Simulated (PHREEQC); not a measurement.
**Copper plating or etch bath (model solution)**

Consider water at 25 °C with 0.015 mol/kgw Cu(BF4)2, 0.308 mol/kgw HNO3 and 0.1 mol/kgw Na2SO4. Closed to the air; pH follows from the charge balance.

Equilibrium calculation in PHREEQC: ion-association model, phreeqc.dat.

No solid was allowed to form.

Problem. Predict the pH, ionic strength.

Solution. pH 0.76; ionic strength 0.479 mol/kgw.

Problem. In which forms is S present?

Solution. HSO4- 78 %, SO4-2 16 %, NaSO4- 3.5 %, CuSO4 2.0 % of the S.

Complexes and solids missing from the database can't appear. Real BF4- forms and hydrolyses slowly; the run takes it at equilibrium.
